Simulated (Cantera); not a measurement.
Feed: 1 mol Si3N4, 3.8 mol HCl, 16 mol H2, equilibrated at 113 Torr.

Points: T (K) = 1048, 1198, 1348, 1498, 1648, 1798, 1948.

Cantera's Mixture.equilibrate('TP', solver="vcs", rtol=1e-11, max_steps=5000) on the NASA tables stopped like this:

```
L3 7.657e-04  SiH2CL2 3.022e-05  H 5.402e-06
   condensed (mol): Si3N4(a) 0.9568
T = 1498 K  P = 15000 Pa  gas = 19.93 mol
   x: H2 8.181e-01  HCL 1.592e-01  SiCL2 1.031e-02  N2 9.078e-03  SiCL3 1.773e-03  SiCL4 9.735e-04  SiHCL3 5.146e-04  SiH2CL2 4.322e-05  H 4.013e-05  CL 6.296e-06  SiH3CL 1.065e-06
   condensed (mol): Si3N4(a) 0.9095
T = 1648 K  P = 15000 Pa  gas = 20.17 mol
   x: H2 8.231e-01  HCL 1.285e-01  SiCL2 2.686e-02  N2 1.924e-02  SiCL3 1.548e-03  SiHCL3 2.103e-04  H 2.086e-04  SiCL4 1.967e-04  SiH2CL2 3.835e-05  CL 2.555e-05  SiCL 8.221e-06  SiH2 2.628e-06  SiH3CL 2.106e-06
   condensed (mol): Si3N4(a) 0.806
ERROR: FAILURE its = 5001!

*******************************************************************************
CanteraError thrown by MultiPhase::equilibrate:
VCS solver failed. Return code: -1
*******************************************************************************
```

**Question.** What got this run through?

**Answer.** One answer among several that fit: The failure is numerical, not chemical. The same input converged with solver="gibbs", rtol=1e-10, max_steps=50000, and the result passed a check of the equilibrium conditions:
```
T = 1048 K  P = 15000 Pa  gas = 19.76 mol
   x: H2 8.220e-01  HCL 1.675e-01  SiCL4 5.962e-03  N2 4.193e-03  SiHCL3 2.993e-04  SiCL3 2.671e-05  NH3 3.108e-06  SiCL2 2.193e-06  SiH2CL2 1.709e-06
   condensed (mol): Si3N4(a) 0.9586
T = 1198 K  P = 15000 Pa  gas = 19.77 mol
   x: H2 8.195e-01  HCL 1.714e-01  SiCL4 4.529e-03  N2 3.649e-03  SiHCL3 5.825e-04  SiCL3 2.404e-04  SiCL2 1.129e-04  SiH2CL2 9.793e-06  NH3 1.297e-06
   condensed (mol): Si3N4(a) 0.9639
T = 1348 K  P = 15000 Pa  gas = 19.8 mol
   x: H2 8.178e-01  HCL 1.713e-01  N2 4.364e-03  SiCL4 2.826e-03  SiCL2 1.892e-03  SiCL3 1.032e-03  SiHCL3 7.657e-04  SiH2CL2 3.022e-05  H 5.402e-06
   condensed (mol): Si3N4(a) 0.9568
T = 1498 K  P = 15000 Pa  gas = 19.93 mol
   x: H2 8.181e-01  HCL 1.592e-01  SiCL2 1.031e-02  N2 9.078e-03  SiCL3 1.773e-03  SiCL4 9.735e-04  SiHCL3 5.146e-04  SiH2CL2 4.322e-05  H 4.013e-05  CL 6.296e-06  SiH3CL 1.065e-06
   condensed (mol): Si3N4(a) 0.9095
T = 1648 K  P = 15000 Pa  gas = 20.17 mol
   x: H2 8.231e-01  HCL 1.285e-01  SiCL2 2.686e-02  N2 1.924e-02  SiCL3 1.548e-03  SiHCL3 2.103e-04  H 2.086e-04  SiCL4 1.967e-04  SiH2CL2 3.835e-05  CL 2.555e-05  SiCL 8.221e-06  SiH2 2.628e-06  SiH3CL 2.106e-06
   condensed (mol): Si3N4(a) 0.806
T = 1798 K  P = 15000 Pa  gas = 20.99 mol
   x: H2 8.021e-01  HCL 1.002e-01  N2 5.681e-02  SiCL2 3.885e-02  SiCL3 8.576e-04  H 8.142e-04  SiCL 7.809e-05  CL 7.791e-05  SiHCL3 6.124e-05  SiCL4 3.065e-05  SiH2 2.367e-05  SiH2CL2 2.215e-05  Si 2.056e-05  SiH 8.184e-06  SiH3CL 2.465e-06  Si2N 1.363e-06
   condensed (mol): Si(L) 0.9502  Si3N4(a) 0.4037
T = 1948 K  P = 15000 Pa  gas = 21.83 mol
   x: H2 7.673e-01  HCL 1.024e-01  N2 9.160e-02  SiCL2 3.484e-02  H 2.556e-03  SiCL3 4.377e-04  SiCL 2.696e-04  CL 2.558e-04  Si 1.549e-04  SiH2 6.012e-05  SiH 4.039e-05  SiHCL3 1.802e-05  SiH2CL2 9.015e-06  Si2N 7.407e-06  SiCL4 6.857e-06  SiN 5.368e-06  SiH3CL 1.414e-06  Si2 1.411e-06
   condensed (mol): Si(L) 2.217
```

The gas is ideal and each condensed phase is pure. Mutual solubility and eutectic melting of coexisting phases are not modelled. The tables' values for SiCl3, SiCl are old estimates; treat these amounts as uncertain. Gases not in the tables: Si2H6 and higher silanes.
